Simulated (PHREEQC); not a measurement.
1.1 g of hydrous ferric oxide (600 m²/g; 0.2 weak and 0.005 strong sites per Fe, Dzombak-Morel constants, diffuse double layer) in 1 kg of water with 0.3 mol/kgw of an inert sodium salt and 0.016 mmol/kgw CaCl2, 1.3 mmol/kgw NiCl2 and 0.89 mmol/kgw BaCl2, at 25 °C; the pH is set by adding NaOH or the inert anion's acid. Oxygen alone is held at its pressure in air (log pO2 = -0.68). The system is closed to CO2. Precipitation was switched off in this run.

Computed with PHREEQC (ion-association model, wateq4f.dat).

| pH | Ca sorbed (%) | Ni sorbed (%) | Ba sorbed (%) | surface charge σ (C/m²) | surface potential ψ (mV) |
|---|---|---|---|---|---|
| 4 | 0.0 | 0.0 | 0.0 | 0.349 | 122 |
| 4.5 | 0.0 | 0.2 | 0.0 | 0.319 | … |
| 5 | 0.0 | 1.2 | 0.0 | 0.271 | … |
| 5.5 | 0.0 | … | 0.0 | 0.213 | 98 |
| 6 | 0.0 | 8.8 | 0.0 | 0.159 | 84 |
| 6.5 | 0.0 | 25.3 | 0.0 | 0.121 | 71 |
| 7 | 0.0 | 53.4 | 0.0 | 0.104 | 64 |
| 7.5 | 0.1 | 76.1 | 0.0 | 0.094 | 60 |
| 8 | … | 89.7 | 0.0 | … | … |
| 8.5 | 1.1 | 96.1 | 0.0 | 0.060 | … |
| 9 | 3.0 | 98.5 | … | 0.042 | 31 |
| 9.5 | 7.0 | 99.2 | 0.3 | 0.027 | 21 |
| 10 | 13.2 | 98.7 | 0.6 | 0.016 | 13 |

Problem. Some entries are withheld; supply them.

Solution. 
- 4.5, surface potential ψ (mV): 118
- 5, surface potential ψ (mV): 110
- 5.5, Ni sorbed (%): 4.0
- 8, Ca sorbed (%): 0.4
- 8, surface charge σ (C/m²): 0.079
- 8, surface potential ψ (mV): 53
- 8.5, surface potential ψ (mV): 43
- 9, Ba sorbed (%): 0.1

Along this series the solution becomes supersaturated in solids that the run did not let form, among them Ni(OH)2.
